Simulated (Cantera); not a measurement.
**Dilute partial oxidation**

A perfectly stirred reactor is fed with 1.86 % CH4, 0.332 % O2, 97.7 % N2, 0.107 % H2O, equivalence ratio 11, at 500000 Pa; it is held at 1375 K, and followed from long to short residence time.

Computed with Cantera and GRI-Mech 3.0 (53 species, 325 reactions). GRI-Mech 3.0 stops at C3 and has no aromatics, soot or wall deposition, so with more carbon than oxygen in the feed, carbon stays in small species such as C2H2 where larger ones or solid carbon would form.

```
τ (s)    x CH4      x O2    x CH3     x CH2     x N2O
------  ------  --------  -------  --------  --------
1.7     0.0128  0.000377  4.70e-6  5.34e-10  8.33e-10
1.0     0.0135  0.000603  5.57e-6  6.40e-10   1.24e-9
0.59    0.0143  0.000928  6.53e-6  7.03e-10   1.75e-9
0.34    0.0151   0.00140  7.56e-6  6.97e-10   2.30e-9
0.20    0.0160   0.00200  8.35e-6  5.71e-10   2.58e-9
0.12    0.0170   0.00262  8.41e-6  3.36e-10   2.20e-9
0.067   0.0179   0.00306  7.41e-6  1.24e-10   1.36e-9
0.039   0.0182   0.00321  6.22e-6  4.84e-11  8.17e-10
0.023   0.0184   0.00327  5.14e-6  2.27e-11  4.90e-10
0.013   0.0185   0.00330  4.17e-6  1.23e-11  2.75e-10
0.0076  0.0185   0.00331  3.49e-6  8.07e-12  1.57e-10
```
x: mole fraction; the columns are a selection and need not sum to one.
